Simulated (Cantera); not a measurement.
**Counterflow diffusion flame**

A counterflow diffusion flame at 1.00 bar, nozzles 20 mm apart: fuel side 40.0 % CH4, 60.0 % CO at 475 K, oxidiser side 20.0 % O2, 80.0 % N2 at 475 K, fuel mass flux 0.73 times the oxidiser's; mixture-averaged transport, no radiation.

Model: GRI-Mech 3.0 (53 species, 325 reactions), integrated in Cantera. GRI-Mech 3.0 has no aromatics or soot, which form on the fuel side of real flames. The maximum strain rate includes the flame's own expansion and is several times the mean.

```
oxidiser flux (kg/m²/s)  max strain (1/s)  mean strain (1/s)  T max (K)  peak x OH  peak x H  peak x NO  peak x CO  peak x C2H2
-----------------------  ----------------  -----------------  ---------  ---------  --------  ---------  ---------  -----------
0.25                                  148               32.7       2084    0.00671   0.00389   0.000236      0.600      0.00770
0.34                                  194               44.4       2070    0.00672   0.00414   0.000221      0.600      0.00727
0.46                                  256               60.1       2055    0.00669   0.00437   0.000205      0.600      0.00691
0.63                                  341               82.3       2040    0.00665   0.00462   0.000187      0.600      0.00658
0.86                                  456                112       2024    0.00658   0.00486   0.000168      0.600      0.00629
1.2                                   622                157       2005    0.00645   0.00509   0.000145      0.600      0.00591
1.6                                   815                209       1986    0.00627   0.00524   0.000123      0.600      0.00552
```
x: mole fraction; the columns are a selection and need not sum to one.
